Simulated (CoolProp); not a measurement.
Vapour-liquid equilibrium of benzene (1) + dimethyl carbonate (2) at 311.2 K; x and y are mole fractions of (1).

Computed with CoolProp (multi-fluid Helmholtz-energy mixture model, Thol 2012 and Zhou 2011; pair parameters Bell 2016).

Task: Give the bubble pressure and the first vapour's composition at x = 0.35, 0.5, 0.65. Is there an azeotrope?

Result: x = 0.35: 0.01876 MPa, y = 0.500; x = 0.5: 0.02010 MPa, y = 0.622; x = 0.65: 0.02114 MPa, y = 0.729. No azeotrope shows between x = 0.05 and 0.95.

Pair parameters are fitted to limited data, so mixtures are less certain than the pure fluids.
